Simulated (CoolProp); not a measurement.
The numbers come from the reference Helmholtz-energy equation of state, Lemmon 2006 in CoolProp. It is a short technical equation, of lower accuracy than the large ones.

Problem. For acetone, give the phase and the density (kg/m³), speed of sound (m/s) at 303 K and 95.8 kPa; 303 K and 182 kPa; 303 K and 653 kPa.

Solution. 
- 303 K and 95.8 kPa: liquid; density 779, speed of sound 1140
- 303 K and 182 kPa: liquid; density 779, speed of sound 1140
- 303 K and 653 kPa: liquid; density 780, speed of sound 1150
